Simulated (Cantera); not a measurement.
# Adiabatic ignition

An adiabatic, constant-volume homogeneous reactor starts with 6.74 % CH₄, 3.17 % H₂, 18.8 % O₂, 70.8 % N₂, 0.506 % CO₂, at 1750 K and 1.60 bar.

Detailed kinetics in Cantera: GRI-Mech 3.0 (53 species, 325 reactions).

| t (s) | T (K) | P (bar) | x CH₄ | x H₂ | x O₂ | x O | x HCO |
|---|---|---|---|---|---|---|---|
| 2.00e-6 | 1750 | 1.60 | 0.0674 | 0.0317 | 0.188 | 5.00e-7 | 3.42e-11 |
| 8.89e-6 | 1750 | 1.60 | 0.0672 | 0.0316 | 0.188 | 2.47e-6 | 3.47e-9 |
| 3.95e-5 | 2018 | 1.87 | 0.0332 | 0.0384 | 0.154 | 0.000348 | 8.41e-5 |
| 0.000175 | 2949 | 2.77 | <1e-12 | 0.0139 | 0.0446 | 0.0121 | 6.69e-8 |
| 0.000780 | 2937 | 2.76 | <1e-12 | 0.0141 | 0.0404 | 0.0111 | 6.55e-8 |
| 0.00346 | 2936 | 2.76 | <1e-12 | 0.0141 | 0.0401 | 0.0110 | 6.54e-8 |
| 0.0154 | 2936 | 2.76 | <1e-12 | 0.0141 | 0.0401 | 0.0110 | 6.54e-8 |
| 0.0684 | 2936 | 2.76 | <1e-12 | 0.0141 | 0.0401 | 0.0110 | 6.54e-8 |
| 0.304 | 2936 | 2.76 | <1e-12 | 0.0141 | 0.0401 | 0.0110 | 6.54e-8 |
| 1.35 | 2936 | 2.76 | <1e-12 | 0.0141 | 0.0401 | 0.0110 | 6.54e-8 |
| 6.00 | 2936 | 2.76 | <1e-12 | 0.0141 | 0.0401 | 0.0110 | 6.54e-8 |
x: mole fraction; the columns are a selection and need not sum to one.

The time of steepest temperature rise is 41.9 µs and the temperature at 6.00 s is 2936 K. The equilibrium temperature is 2936 K, the x(CH₄) at 6.00 s comes out as <1e-12 (gas-phase equilibrium <1e-12) and the x(H₂) at 6.00 s comes out as 0.0141 (gas-phase equilibrium 0.0141). The x(O₂) at 6.00 s comes out as 0.0401 (gas-phase equilibrium 0.0401).
